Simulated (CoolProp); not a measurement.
Model: reference Helmholtz-energy equation of state, Thol 2012, in CoolProp.

Question: Give the vapour pressure (MPa), vapour Z, surface tension (mN/m) of saturated benzene at 421.5 K.

Answer: 
| T (K) | p (MPa) | vapour Z | surface tension (mN/m) |
|---|---|---|---|
| 421.5 | 0.563 | 0.887 | 12.9 |

Surface tension comes from a separate correlation (Mulero 2012).
